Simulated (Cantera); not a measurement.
# Transport properties of process gases

Gas mixture: H2O : N2O : O2 = 0.35 : 0.87 : 0.097 (molar parts), at 218 Torr, frozen composition.

Cantera's kinetic-theory transport with the Lennard-Jones parameters of GRI-Mech 3.0, ideal gas; thermal conductivity in the multicomponent form. Polar gases are described roughly by these parameters. The composition is frozen, though it would react at the higher temperatures.

| T (K) | ρ (kg/m³) | cp (J/kg/K) | μ (µPa s) | λ (mW/m/K) | Pr | D (cm²/s) NO | D (cm²/s) H2 | D (cm²/s) H2O |
|---|---|---|---|---|---|---|---|---|
| 400 | 0.316 | 1092 | 18.9 | 29.6 | 0.697 | 1.01 | 4.10 | 1.05 |
| 600 | 0.211 | 1216 | 26.9 | 46.9 | 0.696 | 2.08 | 8.23 | 2.29 |
| 800 | 0.158 | 1309 | 33.9 | 63.8 | 0.695 | 3.41 | 13.4 | 3.90 |
| 1000 | 0.126 | 1381 | 40.2 | 80.1 | 0.694 | 4.99 | 19.5 | 5.83 |
| 1200 | 0.105 | 1433 | 46.1 | 95.5 | 0.692 | 6.79 | 26.4 | 8.05 |
| 1400 | 0.0902 | 1478 | 51.6 | 110 | 0.690 | 8.79 | 34.1 | 10.5 |
D: mixture-averaged diffusion coefficient of that species in the mixture.
